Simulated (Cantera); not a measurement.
Thermodynamics of silicon epitaxy and polysilicon growth, feed SiHCl₃ + HCl + H₂ + CH₄

Input: 1 mol SiHCl₃, 1.2 mol HCl, 20 mol H₂, 0.068 mol CH₄, equilibrated at 1280 Torr.

Cantera equilibrium calculation (NASA polynomials, part measured and part estimated; ideal gas, pure solids and liquids). Candidate condensed phases: C, C₆H₆, C₇H₈, C₈H₁₈, Si, SiC; 109 gas species. The tables' values for SiCl₃ are old estimates; treat these amounts as uncertain. Equilibrium is a limit: real reactors are often held back by kinetics, nucleation or transport.

```
T (K)   x H₂   x HCl  x SiCl₄   x SiCl₂  x SiHCl₃   x SiCl₃  n SiC(s)
-----  -----  ------  -------  --------  --------  --------  --------
948    0.934  0.0179   0.0362   3.13e-6   0.00848   5.78e-5         0
1023   0.930  0.0239   0.0327   2.55e-5    0.0107  0.000198    0.0177
1098   0.925  0.0322   0.0290  0.000136    0.0121  0.000529    0.0510
1173   0.919  0.0386   0.0250  0.000645    0.0139   0.00128    0.0629
1248   0.913  0.0454   0.0206   0.00235    0.0146   0.00259    0.0661
1323   0.904  0.0542   0.0158   0.00626    0.0133   0.00425    0.0670
1398   0.894  0.0649   0.0108    0.0124    0.0105   0.00562    0.0673
1473   0.884  0.0756  0.00652    0.0196   0.00716   0.00611    0.0674
1548   0.875  0.0844  0.00344    0.0260   0.00436   0.00565    0.0674
1623   0.869  0.0904  0.00166    0.0308   0.00247   0.00467    0.0675
```
x: gas mole fraction; n: condensed amount in mol.

At 948 K nothing is condensed. From 1023 K to 1623 K the condensed part is SiC(s). The main Si-bearing gas is SiCl₄ at 948 K and SiCl₂ at 1623 K.
